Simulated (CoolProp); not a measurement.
The fluoroketone C6F12O (FK-5-1-12) along the isobar 3.72 MPa: Z from the reference equation and from simpler models built on Tc = 168.7 °C, pc = 1.869 MPa, ω = 0.471; each cubic takes its own stable root.

Values from CoolProp's reference Helmholtz-energy equation of state, McLinden 2015.

```tsv
T (°C)	phase	reference	Redlich-Kwong	Soave-Redlich-Kwong
-22.85	liquid	0.3229	0.3707	0.3545
-16.85	liquid	0.3183	0.3652	0.3487
-10.95	liquid	0.3140	0.3601	0.3434
-4.95	liquid	0.3098	0.3553	0.3383
1.05	liquid	0.3060	0.3508	0.3336
7.05	liquid	0.3024	0.3466	0.3292
12.95	liquid	0.2990	0.3428	0.3252
18.95	liquid	0.2959	0.3392	0.3214
24.95	liquid	0.2929	0.3359	0.3179
30.85	liquid	0.2902	0.3329	0.3148
```
